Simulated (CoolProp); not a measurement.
Model: reference Helmholtz-energy equation of state, Thol 2017, in CoolProp.

Q: For decamethyltetrasiloxane (MD2M), give the phase and the Joule-Thomson coefficient (K/MPa), isothermal compressibility (1/MPa) at 600 K and 1.43 MPa; 600 K and 4.29 MPa.

A: 
- 600 K and 1.43 MPa: supercritical; Joule-Thomson coefficient 5.05, isothermal compressibility 0.277
- 600 K and 4.29 MPa: supercritical; Joule-Thomson coefficient 0.498, isothermal compressibility 0.0309
